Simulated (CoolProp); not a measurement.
A simple Rankine cycle with R11: condensing at 316.15 K, boiler at 1.32 MPa, turbine inlet 401.5 K, turbine efficiency 0.8, pump efficiency 0.8, no recuperator. Each further row changes one setting.

Computed with CoolProp (reference Helmholtz-energy equation of state, Jacobsen 1992).

```json
[
 {"case": "as stated", "thermal efficiency (%)": "13.5", "net work (kJ/kg)": "28.6", "heat in (kJ/kg)": "213", "turbine exit temperature (K)": "?", "volume ratio over the turbine": "6.86"},
 {"case": "turbine inlet 421.5 K", "thermal efficiency (%)": "13.6", "net work (kJ/kg)": "?", "heat in (kJ/kg)": "228", "turbine exit temperature (K)": "?", "volume ratio over the turbine": "6.67"},
 {"case": "condensing temperature 308.15 K", "thermal efficiency (%)": "14.7", "net work (kJ/kg)": "32.3", "heat in (kJ/kg)": "220", "turbine exit temperature (K)": "325.1", "volume ratio over the turbine": "8.71"},
 {"case": "boiler pressure 0.924 MPa", "thermal efficiency (%)": "11.5", "net work (kJ/kg)": "?", "heat in (kJ/kg)": "219", "turbine exit temperature (K)": "347.9", "volume ratio over the turbine": "4.63"},
 {"case": "turbine efficiency 0.7", "thermal efficiency (%)": "11.7", "net work (kJ/kg)": "24.9", "heat in (kJ/kg)": "213", "turbine exit temperature (K)": "338.1", "volume ratio over the turbine": "?"}
]
```

Problem. What belongs in the gaps?

Solution. 
- as stated, turbine exit temperature (K): 332.2
- turbine inlet 421.5 K, net work (kJ/kg): 31.1
- turbine inlet 421.5 K, turbine exit temperature (K): 352.9
- boiler pressure 0.924 MPa, net work (kJ/kg): 25.1
- turbine efficiency 0.7, volume ratio over the turbine: 7.00
